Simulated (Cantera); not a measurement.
A perfectly stirred reactor is fed with H2 : O2 : N2 : H2O : CO2 = 1 : 1.06 : 4 : 0.24 : 0.15 (molar parts), at 100000 Pa; it is adiabatic with a 325 K inlet, and is followed from long to short residence time, starting on the burning branch (τ in s: 0.32, 0.084, 0.022, 0.0058, 0.0015, 0.0004, 0.00011, 2.8e-05, 7.3e-06).

Detailed kinetics in Cantera: GRI-Mech 3.0 (53 species, 325 reactions).

One state of this run: T (K) = 1296; x H2 = 0.0175; x O2 = 0.100; x H2O = 0.183; x NO2 = 1.49e-9; x H2O2 = 7.85e-6; x N2O = 1.21e-7. x: mole fraction; the columns are a selection and need not sum to one.

Question: Which value of τ (s) does it belong to?
(A) 0.00040
(B) 0.00011
(C) 0.32
(D) 0.084

Answer: B, 0.00011
